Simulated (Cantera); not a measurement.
Charge: 1 mol CH2F2, 0.035 mol CH4, equilibrated at 1748 K and 750 Torr.

Cantera equilibrium calculation (NASA polynomials, part measured and part estimated; ideal gas, pure solids and liquids). Candidate condensed phases: C, C6H6, C7H8, C8H18; 95 gas species. Kinetics and transport are ignored.

Base state: HF 0.966, H2 0.0338, H 4.20e-5 (mole fractions); condensed: C(graphite).

Problem. What changes in the equilibrium state with this change: CH4 from 0.035 to 0.22 mol?

Solution. 
| species | before | after |
|---|---|---|
| HF | 0.966 | 0.820 |
| H2 | 0.0338 | 0.180 |
| H | 4.20e-5 | 9.70e-5 |
| CH4 | 1.05e-6 | 2.99e-5 |
| C2H2 (acetylene) | 3.82e-6 | 2.03e-5 |
| C(graphite), mol | 1.03 | 1.22 |

Problem. What changes in the equilibrium state with this change: CH2F2 replaced by c-C4F8?

Solution. 
```json
[
 {"species": "CF4", "before": "<1e-9", "after": "0.932"},
 {"species": "HF", "before": "0.966", "after": "0.0665"},
 {"species": "CF2", "before": "4.54e-9", "after": "0.000980"},
 {"species": "H2", "before": "0.0338", "after": "<1e-9"},
 {"species": "CF3", "before": "<1e-9", "after": "0.000391"},
 {"species": "H", "before": "4.20e-5", "after": "6.22e-9"},
 {"species": "F", "before": "1.53e-7", "after": "7.11e-5"},
 {"species": "C(graphite), mol", "before": "1.03", "after": "2.07"}
]
```
The feed counts by its element totals alone. Gases not in the tables: C2F6 and larger saturated fluorocarbons.
